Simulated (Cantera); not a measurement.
Feed: 1 mol (CH3)2SiCl2, 0.28 mol CH4, 420 mol H2, at 1402 °C and 10.0 mbar.

These are equilibrium values from Cantera (NASA tables, ideal gas, pure condensed phases), not measurements of a reactor. Candidate condensed phases: C, C6H6, C7H8, C8H18, Si, SiC; 109 gas species. The feed counts by its element totals alone. The numbers say what is thermodynamically allowed, not how fast it happens.

Base state: H2 0.994, HCl 0.00470, H 0.00116, C2H2 (acetylene) 5.77e-5, CH4 1.19e-5 (mole fractions); condensed: C(graphite) + SiC(s).

**Question.** What changes in the equilibrium state with this change: temperature from 1402 °C to 1875 °C?

**Answer.** 
| species | before | after |
|---|---|---|
| H2 | 0.994 | 0.951 |
| H | 0.00116 | 0.0407 |
| HCl | 0.00470 | 0.00445 |
| Si | 5.83e-7 | 0.00186 |
| SiC2 | 3.87e-9 | 0.000146 |
| Si2C | 3.02e-9 | 8.41e-5 |
| SiH | 9.77e-8 | 8.90e-5 |
| SiCl | 5.28e-8 | 1.30e-5 |
| C(graphite), mol | 1.23 | 0.526 |
| SiC(s), mol | 0.999 | 0 |
The tables' values for SiCl are old estimates; treat these amounts as uncertain. Gases not in the tables: Si2H6 and higher silanes.
